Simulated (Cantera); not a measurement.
A Cantera script and what it prints.

```python
import numpy as np
import cantera as ct

gas_names = """
    NO VO2 O3
""".split()
cond_names = """
    V2O3(s) V2O3(L) VN(s)
""".split()


# ... load() reads the species with a 1 bar reference pressure and builds the phases ...
species = {s.name: s for s in load("nasa_gas.yaml", gas_names) + load("nasa_condensed.yaml", cond_names)}
# Each term lists the table entries of one substance; the one whose range holds T is used.
reactions = {
    'NO(g) + 3 V2O3 = 5 VO2(g) + VN':
        [(-1, ['NO']), (-3, ['V2O3(s)', 'V2O3(L)']), (5, ['VO2']), (1, ['VN(s)'])],
    '6 VO2(g) = 3 V2O3 + O3(g)':
        [(-6, ['VO2']), (3, ['V2O3(s)', 'V2O3(L)']), (1, ['O3'])],
}


def pick(names, T):
    return next(species[n] for n in names if species[n].thermo.min_temp <= T <= species[n].thermo.max_temp)


results = []
for label, terms in reactions.items():
    print(label)
    print("     T/K   dH/kJ  dS/(J/K)   dG/kJ   log10 K")
    for T in [300, 1400, 1500, 1600, 1700, 1800, 1900, 2000]:
        used = [(nu, pick(names, T)) for nu, names in terms]
        dH = sum(nu * s.thermo.h(T) for nu, s in used) / 1e6
        dS = sum(nu * s.thermo.s(T) for nu, s in used) / 1e3
        dG = dH - T * dS / 1e3
        logK = -dG * 1e6 / (ct.gas_constant * T * np.log(10))
        results.append((label, T, dH, dS, dG, logK, [s.name for _, s in used]))
        print(f"{T:8g} {dH:8.1f} {dS:8.1f} {dG:8.1f} {logK:8.2f}")
```

It prints:

```
NO(g) + 3 V2O3 = 5 VO2(g) + VN
     T/K   dH/kJ  dS/(J/K)   dG/kJ   log10 K
     300   2184.6    857.8   1927.3  -335.56
    1400   2059.7    690.6   1092.9   -40.77
    1500   2045.0    680.5   1024.3   -35.67
    1600   2029.5    670.5    956.8   -31.23
    1700   2013.3    660.6    890.2   -27.35
    1800   1996.1    650.8    824.6   -23.93
    1900   1978.1    641.1    760.0   -20.89
    2000   1959.3    631.4    696.4   -18.19
6 VO2(g) = 3 V2O3 + O3(g)
     T/K   dH/kJ  dS/(J/K)   dG/kJ   log10 K
     300  -2118.6  -1057.5  -1801.3   313.63
    1400  -1975.0   -867.3   -760.7    28.38
    1500  -1957.9   -855.5   -674.6    23.49
    1600  -1939.8   -843.9   -589.6    19.25
    1700  -1920.7   -832.3   -505.8    15.54
    1800  -1900.4   -820.7   -423.1    12.28
    1900  -1879.0   -809.2   -341.6     9.39
    2000  -1856.5   -797.6   -261.3     6.82
```

Standard-state values (1 bar) from the NASA 1993 polynomials, evaluated with Cantera. VN: taken at fixed stoichiometry. Condensed species are held in their standard states even where they would react or evaporate.
